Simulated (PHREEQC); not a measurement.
Solution (25 °C): 0.22 mol HNO3, 0.00031 mol FeCl3 and 0.023 mol CuCl2 per kg of water. Closed to the air; pH follows from the charge balance.

Model: ion-association model, wateq4f.dat, run in PHREEQC.

Precipitation was switched off in this run.

### Question
What pH does the model give?

### Answer
pH 0.76.

### Question
In which forms is Cu present?

### Answer
Cu+2 96 %, CuCl+ 3.5 % of the Cu.

Species that the database lacks are ignored.
